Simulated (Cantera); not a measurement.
A Cantera script and what it prints.

```python
import numpy as np
import cantera as ct

gas_names = """
    Cu CuF CuF2 Cu2 F F2 H HF H2 H2F2 H3F3 H4F4 H5F5 H6F6 H7F7 N NF NF2 NF3 NH NH2 NH3 N2 N2H2 N2H4
""".split()
cond_names = """
    Cu(cr) Cu(L) CuF2(s) CuF2(L)
""".split()


# ... load() reads the species with a 1 bar reference pressure and builds the phases ...
atoms = {
    'Cu': {'Cu': 1},
    'HF': {'H': 1, 'F': 1},
    'N2': {'N': 2},
}
top_T = {}  # K; cautious upper limits of use, not melting points


# ... equilibrate(T, P, feed) seeds the gas with the atoms and calls Mixture.equilibrate('TP', solver="vcs", rtol=1e-11, max_steps=5000) ...
results = []
feed = {'Cu': 1, 'HF': 16, 'N2': 2.6}  # mol
P = 133.322  # Pa
for T in [798, 873, 948, 1023, 1098, 1173, 1248, 1323, 1398, 1473, 1548]:
    mix = equilibrate(T, P, feed)
    results.append((T, P, feed, dict(zip(mix.species_names, mix.species_moles))))
    x = sorted(zip(gas.X, gas.species_names), reverse=True)
    print(f"T = {T:g} K  P = {P:g} Pa  gas = {mix.phase_moles(0):.4g} mol")
    print("   x: " + "  ".join(f"{s} {v:.3e}" for v, s in x if v > 0.001))
    print("   condensed (mol): " + ("  ".join(f"{mix.phase(i).name} {mix.phase_moles(i):.4g}"
          for i in range(1, mix.n_phases) if mix.phase_moles(i) > 1e-12) or "none"))
```

It prints:

```
T = 798 K  P = 133.322 Pa  gas = 18.6 mol
   x: HF 8.602e-01  N2 1.398e-01
   condensed (mol): Cu(cr) 1
T = 873 K  P = 133.322 Pa  gas = 18.6 mol
   x: HF 8.602e-01  N2 1.398e-01
   condensed (mol): Cu(cr) 1
T = 948 K  P = 133.322 Pa  gas = 18.6 mol
   x: HF 8.602e-01  N2 1.398e-01
   condensed (mol): Cu(cr) 1
T = 1023 K  P = 133.322 Pa  gas = 18.6 mol
   x: HF 8.602e-01  N2 1.398e-01
   condensed (mol): Cu(cr) 0.9998
T = 1098 K  P = 133.322 Pa  gas = 18.6 mol
   x: HF 8.602e-01  N2 1.398e-01
   condensed (mol): Cu(cr) 0.9992
T = 1173 K  P = 133.322 Pa  gas = 18.6 mol
   x: HF 8.600e-01  N2 1.398e-01
   condensed (mol): Cu(cr) 0.9973
T = 1248 K  P = 133.322 Pa  gas = 18.6 mol
   x: HF 8.596e-01  N2 1.398e-01
   condensed (mol): Cu(cr) 0.992
T = 1323 K  P = 133.322 Pa  gas = 18.61 mol
   x: HF 8.586e-01  N2 1.397e-01
   condensed (mol): Cu(cr) 0.9777
T = 1398 K  P = 133.322 Pa  gas = 18.64 mol
   x: HF 8.562e-01  N2 1.395e-01  CuF 2.215e-03  H2 1.105e-03
   condensed (mol): Cu(L) 0.9406
T = 1473 K  P = 133.322 Pa  gas = 18.71 mol
   x: HF 8.505e-01  N2 1.389e-01  CuF 4.439e-03  Cu 3.882e-03  H2 2.211e-03
   condensed (mol): Cu(L) 0.8442
T = 1548 K  P = 133.322 Pa  gas = 18.93 mol
   x: HF 8.368e-01  N2 1.373e-01  Cu 1.349e-02  CuF 8.245e-03  H2 4.096e-03
   condensed (mol): Cu(L) 0.5882
```

Equilibrium computed with Cantera from the NASA thermochemical tables; the gas is ideal and each condensed phase is pure.
